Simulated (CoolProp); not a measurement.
Vapour-liquid equilibrium of CH3F (R41) (1) + chloromethane (R40) (2) at 253.5 K; x and y are mole fractions of (1).

Values from CoolProp's multi-fluid Helmholtz-energy mixture model, Lemmon 2006 and Thol 2014; pair parameters Bell 2016.

```tsv
x	bubble pressure, mixture model (kPa)	bubble pressure, Raoult's law (kPa)	y, mixture model	y, Raoult's law
0.05	[?]	173.3	0.334	0.332
0.15	287.3	276.2	0.619	0.625
0.25	395.2	379.1	0.746	0.759
0.35	499.7	481.9	0.818	0.836
0.45	600.5	584.8	0.865	0.885
0.55	698.0	687.7	0.899	0.920
0.65	793.7	790.5	0.926	0.946
0.75	[?]	893.4	0.949	0.966
0.85	988.4	996.3	0.970	0.982
0.95	1094	1099	[?]	0.994
```

### Question
What belongs in the gaps?

### Answer

- 0.05, bubble pressure, mixture model (kPa): 177.2
- 0.75, bubble pressure, mixture model (kPa): 889.5
- 0.95, y, mixture model: 0.990

The largest gap from Raoult's law is +4.2 % in bubble pressure, at x = 0.25. No azeotrope shows between x = 0.05 and 0.95.

The pair parameters rest on a limited set of measurements; away from them the model extrapolates. The gap from Raoult's law changes sign with composition, which may be real or a fault of the pair parameters; it wasn't checked against measurements.
